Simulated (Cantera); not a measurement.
**Adiabatic ignition**

An adiabatic, constant-pressure homogeneous reactor starts with 3.69 % CH4, 0.553 % CO, 20.1 % O2, 75.6 % N2, at 1675 K and 4.00 bar.

Computed with Cantera and GRI-Mech 3.0 (53 species, 325 reactions).

```json
[
 {"t (s)": "1.00e-6", "T (K)": "1675", "x CH4": "0.0369", "x CO": "0.00553", "x O2": "0.201", "x CH3": "2.89e-6", "x HO2": "7.84e-7", "x H": "7.69e-8", "x O": "1.02e-7"},
 {"t (s)": "5.55e-6", "T (K)": "1675", "x CH4": "0.0369", "x CO": "0.00553", "x O2": "0.201", "x CH3": "2.20e-5", "x HO2": "3.97e-6", "x H": "1.18e-7", "x O": "2.20e-7"},
 {"t (s)": "3.08e-5", "T (K)": "1676", "x CH4": "0.0362", "x CO": "0.00555", "x O2": "0.201", "x CH3": "0.000304", "x HO2": "2.27e-5", "x H": "1.48e-6", "x O": "2.50e-6"},
 {"t (s)": "0.000171", "T (K)": "2432", "x CH4": "<1e-12", "x CO": "0.00176", "x O2": "0.123", "x CH3": "<1e-12", "x HO2": "9.47e-6", "x H": "0.000228", "x O": "0.00203"},
 {"t (s)": "0.000949", "T (K)": "2435", "x CH4": "<1e-12", "x CO": "0.00152", "x O2": "0.123", "x CH3": "<1e-12", "x HO2": "9.52e-6", "x H": "0.000197", "x O": "0.00184"},
 {"t (s)": "0.00527", "T (K)": "2428", "x CH4": "<1e-12", "x CO": "0.00147", "x O2": "0.121", "x CH3": "<1e-12", "x HO2": "9.22e-6", "x H": "0.000187", "x O": "0.00175"},
 {"t (s)": "0.0292", "T (K)": "2412", "x CH4": "<1e-12", "x CO": "0.00137", "x O2": "0.117", "x CH3": "<1e-12", "x HO2": "8.64e-6", "x H": "0.000169", "x O": "0.00159"},
 {"t (s)": "0.162", "T (K)": "2410", "x CH4": "<1e-12", "x CO": "0.00136", "x O2": "0.116", "x CH3": "<1e-12", "x HO2": "8.56e-6", "x H": "0.000167", "x O": "0.00157"},
 {"t (s)": "0.901", "T (K)": "2410", "x CH4": "<1e-12", "x CO": "0.00136", "x O2": "0.116", "x CH3": "<1e-12", "x HO2": "8.56e-6", "x H": "0.000167", "x O": "0.00157"},
 {"t (s)": "5.00", "T (K)": "2410", "x CH4": "<1e-12", "x CO": "0.00136", "x O2": "0.116", "x CH3": "<1e-12", "x HO2": "8.56e-6", "x H": "0.000167", "x O": "0.00157"}
]
```
x: mole fraction; the columns are a selection and need not sum to one.

The time of steepest temperature rise comes out as 70.1 µs. The temperature at 5.00 s is 2410 K. The equilibrium temperature is 2410 K and the x(CH4) at 5.00 s comes out as <1e-12 (gas-phase equilibrium <1e-12). The x(CO) at 5.00 s is 0.00136 (gas-phase equilibrium 0.00136) and the x(O2) at 5.00 s is 0.116 (gas-phase equilibrium 0.116).
